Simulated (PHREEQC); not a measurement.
Solution (25 °C): 0.00016 mol/kgw PbCl2, 4e-05 mol/kgw AgNO3, 0.0049 mol/kgw LiF and 0.22 mol/kgw NaHSO4. Closed to the air; pH follows from the charge balance.

Model: ion-association model, wateq4f.dat, run in PHREEQC.

Each row changes one thing in this solution. This is a speciation only: nothing precipitates in the calculation.

| case | pH | ionic strength (mol/kgw) | Na+ (mol/kgw) | HSO4- (mol/kgw) | SO4-2 (mol/kgw) | NaSO4- (mol/kgw) | SI of Anglesite (PbSO4) | SI of Cerargyrite (AgCl) |
|---|---|---|---|---|---|---|---|---|
| as made | 1.21 | 0.354 | 0.204 | 0.136 | 0.0670 | 0.0163 | +1.04 | +1.34 |
| diluted 5-fold with water | 1.72 | 0.0881 | 0.0422 | 0.0202 | 0.0220 | 0.00179 | +0.33 | +0.15 |
| PbCl2 from 0.00016 to 1.6e-05 mol/kgw | 1.21 | 0.354 | 0.204 | 0.136 | 0.0671 | 0.0163 | +0.04 | +0.41 |
| NaHSO4 from 0.22 to 0.11 mol/kgw | 1.45 | 0.196 | 0.103 | 0.0603 | 0.0428 | 0.00652 | +1.03 | +1.38 |
| 0.047 mol/kgw K2SO4 added | 1.28 | 0.447 | 0.200 | 0.147 | 0.0896 | 0.0197 | +1.05 | +1.31 |

Species that the database lacks are ignored. Some of these states are supersaturated (in Cerargyrite, Anglesite, for instance).
